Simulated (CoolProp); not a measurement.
Vapour-liquid equilibrium of cyclohexane (1) + m-xylene (2) at 312.2 K; x and y are mole fractions of (1).

The numbers come from the multi-fluid Helmholtz-energy mixture model, Zhou 2014 and Zhou 2012; pair parameters Bell 2016 in CoolProp.

| x | bubble pressure, mixture model (MPa) | bubble pressure, Raoult's law (MPa) | y, mixture model | y, Raoult's law |
|---|---|---|---|---|
| 0.05 | 0.003929 | 0.003478 | 0.415 | 0.341 |
| 0.15 | 0.006759 | 0.005608 | 0.694 | 0.634 |
| 0.25 | 0.009309 | 0.007739 | 0.801 | 0.766 |
| 0.35 | 0.01160 | 0.009869 | 0.858 | 0.841 |
| 0.45 | 0.01367 | 0.01200 | 0.895 | 0.889 |
| 0.55 | 0.01557 | 0.01413 | 0.921 | 0.923 |
| 0.65 | 0.01737 | 0.01626 | 0.942 | 0.948 |
| 0.75 | 0.01911 | 0.01839 | 0.959 | 0.967 |
| 0.85 | 0.02088 | 0.02052 | 0.976 | 0.982 |
| 0.95 | 0.02274 | 0.02265 | 0.992 | 0.995 |

The largest gap from Raoult's law is +20.5 % in bubble pressure, at x = 0.15. No azeotrope shows between x = 0.05 and 0.95.

The pair parameters rest on a limited set of measurements; away from them the model extrapolates.
